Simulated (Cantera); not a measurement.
Cantera run, input and output.

```python
import numpy as np
import cantera as ct

gas = ct.Solution("gri30.yaml", transport_model="multicomponent")
show = ['CO2', 'H2', 'OH']

rows = []
print(f"{'T/K':>7s}{'rho':>11s}{'cp':>10s}{'mu':>11s}{'lambda':>11s}{'Pr':>7s}" + "".join(f"{'D_' + s:>11s}" for s in show))
for T in [400, 500, 600, 700, 800, 900, 1000, 1100, 1200]:
    gas.TPX = T, 24, {'H2O': 0.22}
    Pr = gas.cp_mass * gas.viscosity / gas.thermal_conductivity
    D = [gas.mix_diff_coeffs_mole[gas.species_index(s)] for s in show]
    rows.append([gas.density, gas.cp_mass, gas.viscosity, gas.thermal_conductivity, Pr, *D])
    print(f"{T:7g}{gas.density:11.4e}{gas.cp_mass:10.1f}{gas.viscosity:11.4e}"
          f"{gas.thermal_conductivity:11.4e}{Pr:7.3f}" + "".join(f"{d:11.4e}" for d in D))
print("SI units: kg/m3, J/kg/K, Pa s, W/m/K, m2/s")
```

Output:

```
    T/K        rho        cp         mu     lambda     Pr      D_CO2       D_H2       D_OH
    400 1.3000e-04    1902.2 1.3967e-05 3.6786e-02  0.722 1.2080e-01 6.1360e-01 2.6894e-01
    500 1.0400e-04    1954.7 1.7713e-05 4.8267e-02  0.717 1.8768e-01 9.1504e-01 4.0498e-01
    600 8.6668e-05    2016.1 2.1488e-05 6.0611e-02  0.715 2.6697e-01 1.2608e+00 5.6181e-01
    700 7.4287e-05    2082.1 2.5249e-05 7.3675e-02  0.714 3.5761e-01 1.6474e+00 7.3778e-01
    800 6.5001e-05    2150.0 2.8971e-05 8.7347e-02  0.713 4.5873e-01 2.0726e+00 9.3164e-01
    900 5.7779e-05    2219.6 3.2640e-05 1.0158e-01  0.713 5.6965e-01 2.5342e+00 1.1424e+00
   1000 5.2001e-05    2292.2 3.6247e-05 1.1642e-01  0.714 6.8981e-01 3.0306e+00 1.3692e+00
   1100 4.7274e-05    2365.6 3.9786e-05 1.3176e-01  0.714 8.1870e-01 3.5605e+00 1.6114e+00
   1200 4.3334e-05    2435.6 4.3256e-05 1.4734e-01  0.715 9.5595e-01 4.1226e+00 1.8684e+00
SI units: kg/m3, J/kg/K, Pa s, W/m/K, m2/s
```

Detailed kinetics in Cantera: GRI-Mech 3.0 (53 species, 325 reactions). Polar gases are described roughly by these parameters.
